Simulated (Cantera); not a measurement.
Cantera with NASA thermochemical tables; ideal gases at 1 bar, condensed phases pure. Values are per mole of reaction as written; species without (g) are pure solids or liquids, kept so even where they would boil at 1 bar.

Fe2O3 + 3 N2(g) = 2 Fe + 3 N2O(g), with ΔH° = 1070.1 kJ and ΔS° = 52.3 J/K at 300 K.

Question: How far is the shortcut ΔG° ≈ ΔH°(300 K) − T·ΔS°(300 K) from the full temperature-dependent value at 1150, 1175, 1200, 1225, 1250, 1275, 1300, 1325, 1350 K?

Answer: 
| T (K) | shortcut (kJ) | full (kJ) | difference (kJ) | difference in log10 K | condensed phases |
|---|---|---|---|---|---|
| 1150 | 1009.9 | 1025.2 | -15.3 | 0.69 | Fe2O3(s), Fe(α) |
| 1175 | 1008.6 | 1024.4 | -15.8 | 0.70 | Fe2O3(s), Fe(α) |
| 1200 | 1007.3 | 1023.6 | -16.3 | 0.71 | Fe2O3(s), Fe(γ) |
| 1225 | 1006.0 | 1022.8 | -16.8 | 0.71 | Fe2O3(s), Fe(γ) |
| 1250 | 1004.7 | 1022.0 | -17.2 | 0.72 | Fe2O3(s), Fe(γ) |
| 1275 | 1003.4 | 1021.1 | -17.7 | 0.73 | Fe2O3(s), Fe(γ) |
| 1300 | 1002.1 | 1020.3 | -18.2 | 0.73 | Fe2O3(s), Fe(γ) |
| 1325 | 1000.8 | 1019.5 | -18.7 | 0.74 | Fe2O3(s), Fe(γ) |
| 1350 | 999.5 | 1018.7 | -19.2 | 0.74 | Fe2O3(s), Fe(γ) |
The shortcut ignores heat capacities and the phase changes listed.
